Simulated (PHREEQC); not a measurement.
Consider water at 90 °C with 0.00041 mol PbCl2 and 0.21 mol NaNO3 per kg of water. Closed to the air; pH follows from the charge balance.

The numbers come from PHREEQC with the ion-association model, wateq4f.dat.

No solid was allowed to form.

Problem. Predict the pH, activity of water.

Solution. pH 5.88; activity of water 0.993.

Problem. In which forms is Pb present?

Solution. Pb+2 56 %, PbNO3+ 42 %, PbCl+ 1.7 % of the Pb.

Examples of supersaturated solids here: Pb(OH)2. Others may be too. Species that the database lacks are ignored. Away from 25 °C the constants follow the database's enthalpies or fits; those with neither stay at their 25 °C values.
